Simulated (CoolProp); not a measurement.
Saturation properties of R1132(E) (Tc = 75.7 °C, pc = 5.174 MPa, ω = 0.245).

Model: reference Helmholtz-energy equation of state, Akasaka 2024, in CoolProp.

| T (°C) | p (MPa) | liquid density (kg/m³) | vapour density (kg/m³) | liquid cp (kJ/(kg K)) |
|---|---|---|---|---|
| -3.65 | 0.7275 | 1013 | 23.96 | 1.731 |
| -0.95 | 0.7924 | 1005 | 26.08 | 1.742 |
| 1.75 | 0.8616 | 996.8 | 28.35 | 1.755 |
| 4.45 | 0.9351 | 988.3 | 30.78 | 1.768 |
| 7.15 | 1.013 | 979.6 | 33.39 | 1.782 |
| 9.85 | 1.096 | 970.7 | 36.18 | 1.798 |
| 12.55 | 1.184 | 961.6 | 39.17 | 1.816 |
| 15.25 | 1.277 | 952.3 | 42.36 | 1.835 |
| 17.95 | 1.375 | 942.7 | 45.79 | 1.855 |
| 20.55 | 1.475 | 933.2 | 49.32 | 1.877 |
| 23.25 | 1.584 | 923.2 | 53.25 | 1.902 |
| 25.95 | 1.699 | 912.8 | 57.46 | 1.930 |
